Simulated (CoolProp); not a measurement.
Saturated liquid density (kg/m³) of ethanol: the reference equation beside estimates from Tc = 241.6 °C, pc = 6268 kPa, ω = 0.644. Rackett uses Z = 0.29056 − 0.08775 ω.

The numbers come from the reference Helmholtz-energy equation of state, Schroeder 2014 in CoolProp.

```
T (°C)  reference  Rackett  van der Waals  Redlich-Kwong  Soave-Redlich-Kwong  Peng-Robinson
------  ---------  -------  -------------  -------------  -------------------  -------------
14.85       793.7    909.5          427.1            [?]                675.7          759.3
32.15       778.9    886.4          417.8          615.6                663.1          745.9
49.45       763.6    862.5            [?]          598.8                649.2          731.1
66.75       747.7      [?]          398.0          581.0                633.9          714.7
84.05       730.8    811.9          387.1          561.9                617.0          696.4
101.35      712.5    784.8          375.6            [?]                  [?]          675.9
118.65      692.4    756.4            [?]          519.3                576.9          652.8
135.95      669.9    726.0            [?]          495.3                553.1          626.4
153.25      644.4    693.4          335.3          469.0                  [?]          596.0
170.55      615.2    657.6          319.1          439.9                494.3          560.5
187.75      582.1    617.5          300.9          407.1                457.4          518.3
205.05      542.5    570.1          279.2          368.6                412.1          465.9
222.35      488.0    508.5          251.5          320.3                352.7          396.3
```

Fill in the missing entries.


- 14.85, Redlich-Kwong: 631.3
- 49.45, van der Waals: 408.2
- 66.75, Rackett: 837.7
- 101.35, Redlich-Kwong: 541.4
- 101.35, Soave-Redlich-Kwong: 598.1
- 118.65, van der Waals: 363.3
- 135.95, van der Waals: 349.9
- 153.25, Soave-Redlich-Kwong: 525.8

Absolute difference from the reference over all 13 rows, mean and median: Rackett 9.4 and 9.2 %, van der Waals 47.5 and 47.5 %, Redlich-Kwong 25.8 and 25.0 %, Soave-Redlich-Kwong 18.2 and 16.7 %, Peng-Robinson 7.7 and 5.7 %.
